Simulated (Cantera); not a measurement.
A closed system holds: 1 mol KOH, 0.31 mol O2, 0.55 mol H2, at 1552 °C.

Equilibrium computed with Cantera from the NASA thermochemical tables; the gas is ideal and each condensed phase is pure. Candidate condensed phases: H2O, K, KOH, KO2, K2O, K2O2; 15 gas species. The numbers say what is thermodynamically allowed, not how fast it happens.

Problem. Which condensed phases are stable at each of these points (P (Pa)): 10, 42, 180, 750, 3200, 13000, 56000, 240000, 1000000?

Solution. 
```
P (Pa)   condensed phases  K condensed (%)
-------  ----------------  ---------------
10               gas only              0.0
42               gas only              0.0
180              gas only              0.0
750              gas only              0.0
3200             gas only              0.0
13000            gas only              0.0
56000            gas only              0.0
240000           gas only              0.0
1000000            KOH(l)             62.0
```

From 10.0 Pa to 2.40 bar nothing is condensed. At 10.0 bar the condensed part is KOH(l).
